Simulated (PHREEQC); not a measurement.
Consider water at 25 °C with 0.32 mmol/kgw NH4HF2 and 0.078 mmol/kgw (NH4)2SiF6. Closed to the air; pH follows from the charge balance.

Equilibrium calculation in PHREEQC: ion-association model, phreeqc.dat.

Precipitation was switched off in this run.

Task: Order these F species by the share of F that they hold, largest first: F-, HF2-, HF.

Result: F- (70 %), HF (30 %), HF2- (0.18 %)

The pH is 3.53 and the ionic strength 0.000777 mol/kgw. Species that the database lacks are ignored. SiF6-2 is the database's only silicon fluoride.
